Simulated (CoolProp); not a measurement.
Vapour-liquid equilibrium of ammonia (1) + benzene (2) at 294.9 K; x and y are mole fractions of (1).

The numbers come from the multi-fluid Helmholtz-energy mixture model, Gao 2020 and Thol 2012; pair parameters Bell 2016 in CoolProp.

Task: Give the bubble pressure and the first vapour's composition at x = 0.05, 0.2, 0.95. Is there an azeotrope?

Result: x = 0.05: 137.5 kPa, y = 0.921; x = 0.2: 447.1 kPa, y = 0.976; x = 0.95: 862.5 kPa, y = 0.996. No azeotrope shows between x = 0.05 and 0.95.

Pair parameters are fitted to limited data, so mixtures are less certain than the pure fluids. With so large a gap from Raoult's law the liquid may split in two, which this calculation doesn't test in full.
